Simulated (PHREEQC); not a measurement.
Leach liquor: speciation

Make-up at 90 °C: 4.4 mmol/kgw H2SO4, 33 mmol/kgw Li2SO4 and 1.8 mmol/kgw FeSO4. Closed to the air; pH follows from the charge balance.

Equilibrium calculation in PHREEQC: ion-association model, phreeqc.dat.

Precipitation was switched off in this run.

Question: What pH, ionic strength, density does the model give?

Answer: pH 2.95; ionic strength 0.0949 mol/kgw; density 0.969 g/cm³.

Question: In which forms is Fe present?

Answer: FeSO4 60 %, Fe+2 39 %, FeHSO4+ 1.2 % of the Fe.

Species that the database lacks are ignored. Away from 25 °C the constants follow the database's enthalpies or fits; those with neither stay at their 25 °C values.
